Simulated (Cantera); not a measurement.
A perfectly stirred reactor is fed with CO : O₂ : H₂O : N₂ = 0.0047 : 0.032 : 0.0031 : 1 (molar parts), equivalence ratio 0.073, at 10.0 bar; it is held at 1100 K, and followed from long to short residence time.

Computed with Cantera and GRI-Mech 3.0 (53 species, 325 reactions).

Task: What does this change do: temperature 1100 to 850 K?

Result: 
| quantity | before | after |
|---|---|---|
| x(CO) at τ = 6.40 s | 0.000486 | 0.00449 |
| x(O₂) at τ = 6.40 s | 0.0288 | 0.0308 |
| x(H₂O) at τ = 6.40 s | 0.00299 | 0.00298 |
| x(H₂O₂) at τ = 6.40 s | 1.86e-8 | 7.38e-9 |
| x(CO₂) at τ = 6.40 s | 0.00404 | 3.32e-5 |
| x(CO) at τ = 0.100 s | 0.00364 | 0.00452 |
| x(O₂) at τ = 0.100 s | 0.0303 | 0.0308 |
| x(H₂O) at τ = 0.100 s | 0.00298 | 0.00298 |
| x(H₂O₂) at τ = 0.100 s | 1.55e-7 | 1.10e-12 |
| x(CO₂) at τ = 0.100 s | 0.000879 | 1.30e-8 |
